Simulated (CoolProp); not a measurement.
The numbers come from the reference Helmholtz-energy equation of state, Lemmon and Jacobsen 2000 in CoolProp.

**Question.** For R143a, give the phase and the speed of sound (m/s), conductivity (mW/(m K)) at 316.2 K and 0.101 MPa; 395 K and 0.101 MPa.

**Answer.** 
- 316.2 K and 0.101 MPa: gas; speed of sound 185, conductivity 16.6
- 395 K and 0.101 MPa: gas; speed of sound 206, conductivity 25.0

Thermal conductivity comes from a separate model (McLinden 2000), an estimate that may be off by 10 % or more.
